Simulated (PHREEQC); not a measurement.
Synthetic water in mmol/kgw, 25 °C, pH 3.09, pe 10.8:

| constituent | mmol/kgw |
|---|---|
| Na | 74.2 |
| K | 11 |
| Ca | 0.584 |
| Mg | 3.78 |
| Cl | 15.2 |
| S(6) | 41.6 |
| Fe(3) | 0.0434 |

Cl is adjusted to close the charge balance.
Valence states are taken as typed.

The numbers come from PHREEQC with the ion-association model, wateq4f.dat.

Each row changes one thing in this solution. No solid was allowed to form.

```json
[
 {"case": "as made", "ionic strength (mol/kgw)": "0.121", "Na+ (mol/kgw)": "0.0701", "SO4-2 (mol/kgw)": "0.0333", "K+ (mol/kgw)": "0.0102", "NaSO4- (mol/kgw)": "0.00406", "MgSO4 (mol/kgw)": "0.00192", "SI of Gypsum (CaSO4:2H2O)": "-1.29", "SI of Jarosite-K (KFe3(SO4)2(OH)6)": "+1.52"},
 {"case": "all concentrations times 4 at the same typed pH", "ionic strength (mol/kgw)": "0.437", "Na+ (mol/kgw)": "0.264", "SO4-2 (mol/kgw)": "0.113", "K+ (mol/kgw)": "0.0379", "NaSO4- (mol/kgw)": "0.0331", "MgSO4 (mol/kgw)": "0.00917", "SI of Gypsum (CaSO4:2H2O)": "-0.58", "SI of Jarosite-K (KFe3(SO4)2(OH)6)": "+3.19"},
 {"case": "temperature from 25 to 10 °C at the same typed pH", "ionic strength (mol/kgw)": "0.124", "Na+ (mol/kgw)": "0.0703", "SO4-2 (mol/kgw)": "0.0343", "K+ (mol/kgw)": "0.0103", "NaSO4- (mol/kgw)": "0.00386", "MgSO4 (mol/kgw)": "0.00159", "SI of Gypsum (CaSO4:2H2O)": "-1.23", "SI of Jarosite-K (KFe3(SO4)2(OH)6)": "+0.82"}
]
```

Species that the database lacks are ignored. Some of these states are supersaturated (in Jarosite-K, Hematite (slow to form), Jarosite-Na, for instance). Constants without temperature data keep their 25 °C values here.
